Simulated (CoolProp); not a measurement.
Saturation properties of 1-butene.

The numbers come from the reference Helmholtz-energy equation of state, Lemmon 2005 in CoolProp. It is a short technical equation, of lower accuracy than the large ones.

```json
[
 {"T (K)": "228.9", "p (MPa)": "0.01731", "liquid density (kg/m³)": "667.6", "vapour density (kg/m³)": "0.5169", "enthalpy of vaporisation (kJ/kg)": "426.0", "liquid cp (kJ/(kg K))": "2.037", "surface tension (mN/m)": "21.1"},
 {"T (K)": "242.9", "p (MPa)": "0.03581", "liquid density (kg/m³)": "652.4", "vapour density (kg/m³)": "1.016", "enthalpy of vaporisation (kJ/kg)": "414.0", "liquid cp (kJ/(kg K))": "2.080", "surface tension (mN/m)": "19.2"},
 {"T (K)": "256.9", "p (MPa)": "0.06759", "liquid density (kg/m³)": "636.9", "vapour density (kg/m³)": "1.834", "enthalpy of vaporisation (kJ/kg)": "401.5", "liquid cp (kJ/(kg K))": "2.129", "surface tension (mN/m)": "17.3"},
 {"T (K)": "270.8", "p (MPa)": "0.1179", "liquid density (kg/m³)": "621.1", "vapour density (kg/m³)": "3.082", "enthalpy of vaporisation (kJ/kg)": "388.4", "liquid cp (kJ/(kg K))": "2.183", "surface tension (mN/m)": "15.5"},
 {"T (K)": "284.8", "p (MPa)": "0.1941", "liquid density (kg/m³)": "604.6", "vapour density (kg/m³)": "4.919", "enthalpy of vaporisation (kJ/kg)": "374.6", "liquid cp (kJ/(kg K))": "2.244", "surface tension (mN/m)": "13.7"},
 {"T (K)": "298.8", "p (MPa)": "0.3031", "liquid density (kg/m³)": "587.4", "vapour density (kg/m³)": "7.506", "enthalpy of vaporisation (kJ/kg)": "359.7", "liquid cp (kJ/(kg K))": "2.312", "surface tension (mN/m)": "11.9"},
 {"T (K)": "312.7", "p (MPa)": "0.4519", "liquid density (kg/m³)": "569.4", "vapour density (kg/m³)": "11.02", "enthalpy of vaporisation (kJ/kg)": "343.7", "liquid cp (kJ/(kg K))": "2.391", "surface tension (mN/m)": "10.2"},
 {"T (K)": "326.7", "p (MPa)": "0.6509", "liquid density (kg/m³)": "550.2", "vapour density (kg/m³)": "15.77", "enthalpy of vaporisation (kJ/kg)": "326.0", "liquid cp (kJ/(kg K))": "2.482", "surface tension (mN/m)": "8.57"},
 {"T (K)": "340.7", "p (MPa)": "0.9085", "liquid density (kg/m³)": "529.6", "vapour density (kg/m³)": "22.08", "enthalpy of vaporisation (kJ/kg)": "306.3", "liquid cp (kJ/(kg K))": "2.592", "surface tension (mN/m)": "6.98"},
 {"T (K)": "354.6", "p (MPa)": "1.232", "liquid density (kg/m³)": "507.2", "vapour density (kg/m³)": "30.41", "enthalpy of vaporisation (kJ/kg)": "284.2", "liquid cp (kJ/(kg K))": "2.728", "surface tension (mN/m)": "5.48"},
 {"T (K)": "368.6", "p (MPa)": "1.636", "liquid density (kg/m³)": "482.0", "vapour density (kg/m³)": "41.66", "enthalpy of vaporisation (kJ/kg)": "258.5", "liquid cp (kJ/(kg K))": "2.914", "surface tension (mN/m)": "4.04"},
 {"T (K)": "382.6", "p (MPa)": "2.132", "liquid density (kg/m³)": "452.8", "vapour density (kg/m³)": "57.27", "enthalpy of vaporisation (kJ/kg)": "227.6", "liquid cp (kJ/(kg K))": "3.197", "surface tension (mN/m)": "2.70"},
 {"T (K)": "396.6", "p (MPa)": "2.734", "liquid density (kg/m³)": "416.7", "vapour density (kg/m³)": "80.44", "enthalpy of vaporisation (kJ/kg)": "188.2", "liquid cp (kJ/(kg K))": "3.752", "surface tension (mN/m)": "1.48"}
]
```

It boils at 266.8 K under 1 atm.

Surface tension comes from a separate correlation (Mulero 2012).
